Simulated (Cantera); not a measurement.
A perfectly stirred reactor is fed with CH4 : O2 : N2 = 1 : 2.7 : 10.2 (molar parts), at 100000 Pa; it is adiabatic with a 575 K inlet, and is followed from long to short residence time, starting on the burning branch (τ in s: 0.064, 0.03, 0.014, 0.0066, 0.0031, 0.0014, 0.00068, 0.00032, 0.00015, 6.9e-05, 3.3e-05, 1.5e-05, 7.1e-06).

Detailed kinetics in Cantera: GRI-Mech 3.0 (53 species, 325 reactions).

**Question.** Predict: blow-out, bracketed by the residence times tried; x(CH4) at τ = 64.0 ms; x(O2) at τ = 64.0 ms; x(CH2) at τ = 64.0 ms; x(NO2) at τ = 64.0 ms; x(CH4) at τ = 0.680 ms; x(O2) at τ = 0.680 ms; x(CH2) at τ = 0.680 ms; x(C2H6) at τ = 0.680 ms; x(NO2) at τ = 0.680 ms.

**Answer.** 
| Property | Result |
|---|---|
| blow-out, bracketed by the residence times tried | burning at 69.0 µs, out at 33.0 µs |
| x(CH4) at τ = 64.0 ms | 5.55e-6 |
| x(O2) at τ = 64.0 ms | 0.0501 |
| x(CH2) at τ = 64.0 ms | 9.65e-8 |
| x(NO2) at τ = 64.0 ms | 2.76e-7 |
| x(CH4) at τ = 0.680 ms | 0.000148 |
| x(O2) at τ = 0.680 ms | 0.0551 |
| x(CH2) at τ = 0.680 ms | 2.24e-6 |
| x(C2H6) at τ = 0.680 ms | 2.09e-9 |
| x(NO2) at τ = 0.680 ms | 1.40e-8 |
